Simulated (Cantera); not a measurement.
A closed system holds: 1 mol H₂O, 0.41 mol H₂, equilibrated at 527 °C and 24.0 bar.

Equilibrium computed with Cantera from the NASA thermochemical tables; the gas is ideal and each condensed phase is pure. Candidate condensed phases: H₂O; 9 gas species. Rates play no part.

Question: What is the equilibrium state?

Answer: 
```json
{
  "x(H₂O)": "0.709",
  "x(H₂)": "0.291",
  "gas_amount": "1.410 mol"
}
```
